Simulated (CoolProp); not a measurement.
Saturation properties of n-heptane.

Computed with CoolProp (reference Helmholtz-energy equation of state, Span 2003). It is a short technical equation, of lower accuracy than the large ones.

```
T (K)  p (MPa)  liquid density (kg/m³)  vapour density (kg/m³)  liquid cp (kJ/(kg K))
-----  -------  ----------------------  ----------------------  ---------------------
329.2  0.02407                   652.8                  0.8984                  2.366
338.8  0.03463                   644.3                   1.263                  2.407
348.5  0.04881                   635.6                   1.744                  2.451
358.2  0.06730                   626.7                   2.359                  2.495
367.8  0.09068                   617.8                   3.125                  2.540
377.5   0.1203                   608.5                   4.087                  2.587
387.1   0.1567                   599.1                   5.255                  2.635
396.8   0.2015                   589.3                   6.691                  2.684
406.5   0.2556                   579.2                   8.425                  2.735
```

It boils at 371.5 K under 1 atm.
